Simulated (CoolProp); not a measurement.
Methanol along the isobar 4.18 MPa: fugacity coefficient from the reference equation and from simpler models built on Tc = 513.4 K, pc = 8.216 MPa, ω = 0.565; each cubic takes its own stable root.

Model: reference Helmholtz-energy equation of state, de Reuck 1993, in CoolProp.

| T (K) | phase | reference |
|---|---|---|
| 324.6 | liquid | 0.01469 |
| 347.7 | liquid | 0.03606 |
| 370.9 | liquid | 0.07762 |
| 394 | liquid | 0.1489 |
| 417.1 | liquid | 0.2598 |
| 440.3 | liquid | 0.4188 |
| 463.4 | liquid | 0.6270 |
| 486.6 | gas | 0.7821 |
| 509.7 | gas | 0.8278 |
| 532.9 | gas | 0.8593 |
| 556 | gas | 0.8818 |
| 579.1 | gas | 0.8982 |

Problem. How far does each simpler model (van der Waals, Soave-Redlich-Kwong, Peng-Robinson) lie from the reference over these 12 states: mean and median of the absolute difference, and the worst?

Solution. 
- van der Waals: mean 268.1 %, median 57.5 %, worst +1457.5 % at 324.6 K and 4.18 MPa
- Soave-Redlich-Kwong: mean 3.4 %, median 2.9 %, worst +7.8 % at 417.1 K and 4.18 MPa
- Peng-Robinson: mean 3.1 %, median 2.6 %, worst +6.0 % at 394 K and 4.18 MPa

At some of these states van der Waals gives the other phase, because its saturation line lies elsewhere.
